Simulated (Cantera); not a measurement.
Input (Python, Cantera):

```python
import numpy as np
import cantera as ct

gas = ct.Solution("gri30.yaml")
gas.TPX = 1100, 1333, {'H2': 0.18, 'O2': 1}
inlet = ct.Reservoir(gas, clone=True)

reactor = ct.IdealGasConstPressureReactor(gas, energy="off", clone=False)
exhaust = ct.Reservoir(gas, clone=True)
tau = [11, 4.7, 1.9, 0.81, 0.34, 0.14, 0.059, 0.025, 0.01, 0.0043, 0.0018][0]
for a, b in ((inlet, reactor), (reactor, exhaust)):
    ct.MassFlowController(a, b, mdot=lambda t: reactor.mass / tau)
net = ct.ReactorNet([reactor])
show = ['H2', 'O2', 'H2O', 'HO2', 'H2O2', 'OH', 'H']

rows = []
print(f"{'tau/s':>10s}{'T/K':>9s}" + "".join(f"{s:>11s}" for s in show))
for tau in [11, 4.7, 1.9, 0.81, 0.34, 0.14, 0.059, 0.025, 0.01, 0.0043, 0.0018]:
    net.initial_time = 0.0
    net.advance(30 * tau)
    before = gas.X
    net.advance(40 * tau)
    drift = np.max(np.abs(gas.X - before) / (gas.X + 1e-9))
    rows.append([gas.T, *gas[show].X, drift])
    print(f"{tau:10.3e}{gas.T:9.1f}" + "".join(f"{x:11.3e}" for x in gas[show].X))
```

Output:

```
     tau/s      T/K         H2         O2        H2O        HO2       H2O2         OH          H
 1.100e+01   1100.0  1.418e-04  8.342e-01  1.646e-01  2.227e-06  1.810e-07  5.389e-04  3.467e-05
 4.700e+00   1100.0  2.430e-04  8.338e-01  1.644e-01  3.166e-06  2.208e-07  7.177e-04  8.109e-05
 1.900e+00   1100.0  4.275e-04  8.331e-01  1.639e-01  4.387e-06  2.642e-07  9.761e-04  1.998e-04
 8.100e-01   1100.0  7.215e-04  8.319e-01  1.632e-01  5.686e-06  3.027e-07  1.307e-03  4.648e-04
 3.400e-01   1100.0  1.218e-03  8.298e-01  1.618e-01  7.060e-06  3.364e-07  1.763e-03  1.089e-03
 1.400e-01   1100.0  2.064e-03  8.262e-01  1.594e-01  8.379e-06  3.616e-07  2.392e-03  2.556e-03
 5.900e-02   1100.0  3.420e-03  8.204e-01  1.552e-01  9.425e-06  3.743e-07  3.198e-03  5.683e-03
 2.500e-02   1100.0  5.593e-03  8.115e-01  1.479e-01  1.007e-05  3.747e-07  4.194e-03  1.183e-02
 1.000e-02   1100.0  9.351e-03  7.991e-01  1.356e-01  1.020e-05  3.690e-07  5.403e-03  2.278e-02
 4.300e-03   1100.0  1.510e-02  7.888e-01  1.208e-01  9.899e-06  3.760e-07  6.537e-03  3.476e-02
 1.800e-03   1100.0  2.574e-02  7.851e-01  1.032e-01  9.328e-06  4.115e-07  7.601e-03  4.333e-02
```

Computed with Cantera and GRI-Mech 3.0 (53 species, 325 reactions). Radical loss at walls, strong at low pressure, is not modelled. The temperature is held fixed by assumption; the heat of reaction is taken as removed at once.
